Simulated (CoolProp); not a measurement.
R365MFC at 267.91 K and 0.00874 MPa is compressed adiabatically to 0.0407 MPa with isentropic efficiency 0.85. Each further row changes one setting.

Computed with CoolProp (reference Helmholtz-energy equation of state, Lemmon 2016).

| case | work (kJ/kg) | final temperature (K) | final density (kg/m³) |
|---|---|---|---|
| as stated | 28.2 | … | … |
| efficiency 1 | … | 294.2 | 2.52 |
| efficiency 0.65 | 36.8 | … | … |

**Question.** Fill in the missing entries.

**Answer.** 
- as stated, final temperature (K): 298.4
- as stated, final density (kg/m³): 2.48
- efficiency 1, work (kJ/kg): 23.9
- efficiency 0.65, final temperature (K): 307.0
- efficiency 0.65, final density (kg/m³): 2.41
